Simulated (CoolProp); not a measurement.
Properties of ammonia along the isotherm 393.2 K.

Computed with CoolProp (reference Helmholtz-energy equation of state, Gao 2020).

| p (MPa) | phase | cp (kJ/(kg K)) | cv (kJ/(kg K)) | Joule-Thomson coefficient (K/MPa) | isothermal compressibility (1/MPa) | viscosity (µPa s) | Prandtl number |
|---|---|---|---|---|---|---|---|
| 3.16 | gas | 3.005 | 2.065 | 10.55 | 0.3665 | 13.6 | 1.02 |
| 6.31 | gas | 4.755 | 2.522 | 9.724 | 0.2420 | 14.0 | 1.35 |
| 9.47 | liquid | 10.99 | 2.930 | 1.360 | 0.03778 | 49.3 | 2.31 |
| 12.6 | liquid | 7.679 | 2.809 | 0.8139 | 0.01635 | 55.2 | 1.64 |
| 15.8 | liquid | 6.670 | 2.758 | 0.5821 | 0.01083 | 59.1 | 1.44 |
| 18.9 | liquid | 6.154 | 2.731 | 0.4480 | 0.008294 | 62.1 | 1.34 |
| 22.1 | liquid | 5.813 | 2.714 | 0.3528 | 0.006736 | 64.8 | 1.27 |
| 25.3 | liquid | 5.571 | 2.702 | 0.2822 | 0.005700 | 67.2 | 1.22 |
| 28.4 | liquid | 5.393 | 2.694 | 0.2288 | 0.004977 | 69.3 | 1.18 |

Viscosity comes from a separate model (Fenghour 1995). Thermal conductivity comes from a separate model (Tufeu 1984).
